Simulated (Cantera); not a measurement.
What does this Cantera script print?

```python
import numpy as np
import cantera as ct

gas = ct.Solution("gri30.yaml")
gas.TPX = 1450, 13332, {'CH4': 1, 'H2O': 4.1}
inlet = ct.Reservoir(gas, clone=True)

reactor = ct.IdealGasConstPressureReactor(gas, energy="off", clone=False)
exhaust = ct.Reservoir(gas, clone=True)
tau = [0.33, 0.16, 0.08, 0.039, 0.019, 0.0096, 0.0047, 0.0023][0]
for a, b in ((inlet, reactor), (reactor, exhaust)):
    ct.MassFlowController(a, b, mdot=lambda t: reactor.mass / tau)
net = ct.ReactorNet([reactor])
show = ['CH4', 'H2O', 'HCO', 'HO2', 'C2H2', 'CO']

rows = []
print(f"{'tau/s':>10s}{'T/K':>9s}" + "".join(f"{s:>11s}" for s in show))
for tau in [0.33, 0.16, 0.08, 0.039, 0.019, 0.0096, 0.0047, 0.0023]:
    net.initial_time = 0.0
    net.advance(30 * tau)
    before = gas.X
    net.advance(40 * tau)
    drift = np.max(np.abs(gas.X - before) / (gas.X + 1e-9))
    rows.append([gas.T, *gas[show].X, drift])
    print(f"{tau:10.3e}{gas.T:9.1f}" + "".join(f"{x:11.3e}" for x in gas[show].X))
```

It prints:

```
     tau/s      T/K        CH4        H2O        HCO        HO2       C2H2         CO
 3.300e-01   1450.0  1.777e-01  7.923e-01  2.502e-10  5.672e-15  5.756e-03  3.275e-04
 1.600e-01   1450.0  1.865e-01  7.986e-01  2.403e-10  5.149e-15  2.351e-03  1.224e-04
 8.000e-02   1450.0  1.914e-01  8.018e-01  1.964e-10  4.344e-15  7.557e-04  4.444e-05
 3.900e-02   1450.0  1.941e-01  8.032e-01  1.230e-10  3.218e-15  1.634e-04  1.305e-05
 1.900e-02   1450.0  1.953e-01  8.037e-01  5.335e-11  2.008e-15  2.416e-05  2.750e-06
 9.600e-03   1450.0  1.957e-01  8.038e-01  1.660e-11  1.102e-15  3.001e-06  4.344e-07
 4.700e-03   1450.0  1.959e-01  8.039e-01  3.459e-12  5.156e-16  2.869e-07  4.470e-08
 2.300e-03   1450.0  1.960e-01  8.039e-01  5.137e-13  2.023e-16  2.363e-08  3.298e-09
```

Cantera simulation using GRI-Mech 3.0 (53 species, 325 reactions); the numbers are that mechanism's predictions, not measurements.
